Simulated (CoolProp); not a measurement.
Model: reference Helmholtz-energy equation of state, Guder 2009, in CoolProp.

**Question.** Give the vapour pressure (MPa), liquid density (kg/m³), vapour Z, vapour viscosity (µPa s) of saturated sulfur hexafluoride at 242.1, 293.9 K.

**Answer.** 
```csv
T (K),p (MPa),liquid density (kg/m³),vapour Z,vapour viscosity (µPa s)
242.1,0.474,1750,0.884,12.9
293.9,2.14,1390,0.651,17.1
```

Viscosity comes from a separate model (Quiñones-Cisneros 2012).
